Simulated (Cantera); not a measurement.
Premixed flame

A freely propagating, adiabatic, planar premixed flame of 22.4 % H₂, 14.9 % O₂, 62.7 % N₂, unburnt at 450 K and 101000 Pa; mixture-averaged transport, grid criteria slope 0.08 and curve 0.16, no radiation.

Cantera simulation using the H2/O2 subset of GRI-Mech 3.0, which has no nitrogen chemistry; the numbers are that mechanism's predictions, not measurements. Burning velocities carry a grid error of a few per cent, more on coarse grids.

```
z (mm)   T (K)  u (m/s)     x H₂    x O₂    x H₂O   x H₂O₂     x HO₂      x OH
-------  -----  -------  -------  ------  -------  -------  --------  --------
-1.19      450     2.68    0.224   0.149    <1e-8    <1e-8     <1e-8     <1e-8
-0.795     450     2.68    0.224   0.149    <1e-8    <1e-8     <1e-8     <1e-8
-0.597     450     2.68    0.224   0.149  1.46e-7    <1e-8   1.24e-8     <1e-8
-0.398     450     2.68    0.222   0.150  6.45e-6  4.81e-8   7.63e-7     <1e-8
-0.199     485     2.83    0.206   0.152  0.00181  1.75e-5  0.000220   2.98e-5
-0.0994    747     4.23    0.164   0.146   0.0278  4.51e-5  0.000252  0.000749
0         1146     6.32   0.0946   0.115   0.0976  9.85e-6  0.000110   0.00227
0.0994    1429     7.82   0.0406  0.0740    0.168  4.46e-6   5.73e-5   0.00628
0.199     1582     8.62   0.0224  0.0567    0.197  2.54e-6   3.73e-5   0.00914
0.398     1736     9.40   0.0159  0.0495    0.211  1.24e-6   2.49e-5    0.0110
0.795     1871     10.0   0.0118  0.0464    0.222  6.54e-7   1.61e-5    0.0111
1.59      1975     10.5  0.00735  0.0443    0.232  3.88e-7   9.38e-6   0.00971
3.18      2043     10.8  0.00374  0.0434    0.240  2.45e-7   4.98e-6   0.00738
```
x: mole fraction of selected species; z is measured from the peak of heat release.

| Property | Result |
|---|---|
| laminar burning velocity | 268 cm/s |
| thermal thickness | 0.398 mm |
| peak x(H₂O₂) | 4.86e-5 |
| peak x(HO₂) | 0.000368 |
| peak x(OH) | 0.0113 |
| grid points | 114 |
